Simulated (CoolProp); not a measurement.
Vapour-liquid equilibrium of CH2F2 (R32) (1) + R1234yf (2) at 5.51 bar; x and y are mole fractions of (1).

Values from CoolProp's multi-fluid Helmholtz-energy mixture model, Tillner-Roth 1997 and Lemmon 2022; pair parameters Bell 2023.

Problem. Give the bubble temperature and the first vapour's composition at x = 0.05, 0.5, 0.65. Is there an azeotrope?

Solution. x = 0.05: 287.1 K, y = 0.132; x = 0.5: 268.4 K, y = 0.709; x = 0.65: 265.5 K, y = 0.795. No azeotrope shows between x = 0.05 and 0.95.

The pair parameters rest on a limited set of measurements; away from them the model extrapolates.
